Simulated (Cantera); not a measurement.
An adiabatic, constant-volume homogeneous reactor starts with CO : H2 : O2 : N2 : CO2 = 1 : 0.98 : 0.45 : 2.25 : 0.48 (molar parts), equivalence ratio 2.2, at 1373 K and 1580 Torr. Integrator tolerance rtol = 1e-08.

Computed with Cantera and GRI-Mech 3.0 (53 species, 325 reactions). The hydrogen kinetics of GRI-Mech 3.0 are dated; newer H2 mechanisms differ, most at raised pressure.

Problem. What does this change do: pressure from 1580 Torr to 210 Torr?

Solution. 
| quantity | before | after |
|---|---|---|
| time of steepest temperature rise | 16.1 µs | 0.116 ms |
| temperature at 8.00 s | 2679 K | 2578 K |
| equilibrium temperature | 2679 K | 2578 K |
| x(CO) at 8.00 s | 0.192 (gas-phase equilibrium 0.192) | 0.193 (gas-phase equilibrium 0.193) |
| x(H2) at 8.00 s | 0.0391 (gas-phase equilibrium 0.0391) | 0.0402 (gas-phase equilibrium 0.0402) |
| x(O2) at 8.00 s | 0.000822 (gas-phase equilibrium 0.000822) | 0.00229 (gas-phase equilibrium 0.00229) |
| x(H2O2) at 8.00 s | 9.10e-8 (gas-phase equilibrium 9.10e-8) | 4.30e-8 (gas-phase equilibrium 4.30e-8) |
| x(NO) at 8.00 s | 0.00150 (gas-phase equilibrium 0.00150) | 0.00213 (gas-phase equilibrium 0.00213) |
